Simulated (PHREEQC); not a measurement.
A column of 1 m (40 cells, dispersivity 0.035 m, 300 s a shift, diffusion coefficient 3e-10 m²/s) holds 0.14 eq of the database's cation exchanger X per kg of pore water, first in equilibrium with 0.00064 mol/kgw MnCl2, 0.0039 mol/kgw MgCl2 and 1e-05 mol/kgw HCl. It is flushed with 15 mmol/kgw MgCl2, 32 mmol/kgw (NH4)2SO4, 0.46 mmol/kgw Na2SO4 and 0.01 mmol/kgw HCl, at 25 °C. Values are for the last cell. The system is closed to CO2. No solid was allowed to form.

The numbers come from PHREEQC with the ion-association model, phreeqc.dat.

**Question.** Predict NH4 in solution (mol/kgw), S in solution (mol/kgw) at pore volumes = 0.7625, 2.712.

**Answer.** 
| pore volumes | NH4 in solution (mol/kgw) | S in solution (mol/kgw) |
|---|---|---|
| 0.7625 | 5.26e-9 | 0.00594 |
| 2.712 | 0.0424 | 0.0325 |
